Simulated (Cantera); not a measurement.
Cantera run, input and output.

```python
import numpy as np
import cantera as ct

gas = ct.Solution("gri30.yaml")
gas.TPX = 1800, 100000, {'C3H8': 1, 'O2': 6.85, 'N2': 67.1}
reactor = ct.IdealGasReactor(gas, energy="on", clone=False)
net = ct.ReactorNet([reactor])
net.rtol, net.atol = 1e-08, 1e-16
show = ['C3H8', 'O2', 'HO2', 'CH2', 'NO2', 'NO']
times = np.geomspace(3e-06, 9, 16)

steps = ct.SolutionArray(gas, extra=["t"])
rows = []
print(f"{'t/s':>10s}{'T/K':>9s}{'P/Pa':>11s}" + "".join(f"{s:>11s}" for s in show))
for t in times:
    while net.time < t:
        t_next = net.step()
        steps.append(gas.state, t=t_next)
    rows.append([np.interp(t, steps.t, y) for y in (steps.T, steps.P, *steps(*show).X.T)])
    print(f"{t:10.3e}{rows[-1][0]:9.1f}{rows[-1][1]:11.4g}" + "".join(f"{x:11.3e}" for x in rows[-1][2:]))
rate = np.gradient(steps.T, steps.t)
print("integrator steps:", len(steps.t))
if steps.T.max() > steps.T[0] + 200:
    print(f"time of steepest temperature rise: {steps.t[rate.argmax()]:.4e} s")
gas.TPX = 1800, 100000, {'C3H8': 1, 'O2': 6.85, 'N2': 67.1}
gas.equilibrate("UV")
print(f"equilibrium (UV): T = {gas.T:.1f} K  " + "  ".join(f"{s} {gas[s].X[0]:.3e}" for s in show))
```

Result:

```
       t/s      T/K       P/Pa       C3H8         O2        HO2        CH2        NO2         NO
 3.000e-06   1773.4  9.897e+04  9.981e-03  9.037e-02  9.405e-05  9.134e-06  6.687e-13  8.152e-10
 8.108e-06   1777.0  1.001e+05  4.109e-03  8.588e-02  1.716e-04  3.376e-05  5.812e-11  2.100e-08
 2.191e-05   2163.4  1.257e+05  5.231e-18  3.829e-02  4.404e-06  1.096e-06  2.372e-09  1.328e-05
 5.923e-05   2231.6  1.293e+05  1.281e-46  3.035e-02  3.341e-06  2.214e-16  8.825e-09  5.030e-05
 1.601e-04   2341.9  1.348e+05  1.564e-47  2.922e-02  2.683e-06  2.004e-16  3.484e-08  1.663e-04
 4.327e-04   2474.7  1.413e+05  1.166e-48  2.757e-02  2.319e-06  1.336e-16  1.581e-07  5.434e-04
 1.169e-03   2549.9  1.449e+05  1.993e-49  2.592e-02  2.520e-06  7.316e-17  5.238e-07  1.503e-03
 3.161e-03   2553.2   1.45e+05  1.668e-49  2.486e-02  2.474e-06  6.553e-17  1.215e-06  3.494e-03
 8.543e-03   2546.9  1.446e+05  1.713e-49  2.345e-02  2.332e-06  6.204e-17  2.211e-06  6.507e-03
 2.309e-02   2542.8  1.444e+05  1.747e-49  2.259e-02  2.246e-06  5.992e-17  2.802e-06  8.372e-03
 6.240e-02   2542.5  1.443e+05  1.751e-49  2.251e-02  2.237e-06  5.972e-17  2.857e-06  8.550e-03
 1.687e-01   2542.5  1.443e+05  1.751e-49  2.251e-02  2.237e-06  5.972e-17  2.857e-06  8.550e-03
 4.558e-01   2542.5  1.443e+05  1.751e-49  2.251e-02  2.237e-06  5.972e-17  2.857e-06  8.550e-03
 1.232e+00   2542.5  1.443e+05  1.751e-49  2.251e-02  2.237e-06  5.972e-17  2.857e-06  8.550e-03
 3.330e+00   2542.5  1.443e+05  1.751e-49  2.251e-02  2.237e-06  5.972e-17  2.857e-06  8.550e-03
 9.000e+00   2542.5  1.443e+05  1.751e-49  2.251e-02  2.237e-06  5.972e-17  2.857e-06  8.550e-03
integrator steps: 1567
time of steepest temperature rise: 1.7579e-05 s
equilibrium (UV): T = 2542.5 K  C3H8 3.117e-49  O2 2.251e-02  HO2 2.237e-06  CH2 7.275e-17  NO2 2.857e-06  NO 8.550e-03
```

Detailed kinetics in Cantera: GRI-Mech 3.0 (53 species, 325 reactions). GRI-Mech 3.0 was tuned for natural gas; its chemistry of propane as a main component is partial and can be far from experiment.
